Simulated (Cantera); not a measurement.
What does this Cantera script print?

```python
import numpy as np
import cantera as ct

gas = ct.Solution("gri30.yaml")


def delay(T, t_max=10):
    gas.TPX = T, 1000000, {'CO': 1, 'H2': 0.083, 'CH4': 0.48, 'O2': 3.06, 'N2': 11.5, 'CO2': 0.38}
    reactor = ct.IdealGasReactor(gas, clone=False)
    net = ct.ReactorNet([reactor])
    net.rtol, net.atol = 1e-8, 1e-16
    while net.time < t_max:
        t_old, T_old = net.time, reactor.T
        net.step()
        if reactor.T > T + 400:  # ignition: a rise of 400 K
            return t_old + (T + 400 - T_old) / (reactor.T - T_old) * (net.time - t_old)
    return np.nan


taus = []
for T in [1250, 1325, 1400, 1475, 1550, 1625, 1700, 1775]:
    taus.append(delay(T))
    print(f"T0 = {T:6g} K   tau = {taus[-1]:.4e} s")
```

Result:

```
T0 =   1250 K   tau = 4.9048e-04 s
T0 =   1325 K   tau = 2.4268e-04 s
T0 =   1400 K   tau = 1.2816e-04 s
T0 =   1475 K   tau = 7.1426e-05 s
T0 =   1550 K   tau = 4.1884e-05 s
T0 =   1625 K   tau = 2.5734e-05 s
T0 =   1700 K   tau = 1.6472e-05 s
T0 =   1775 K   tau = 1.0923e-05 s
```

Cantera simulation using GRI-Mech 3.0 (53 species, 325 reactions); the numbers are that mechanism's predictions, not measurements.
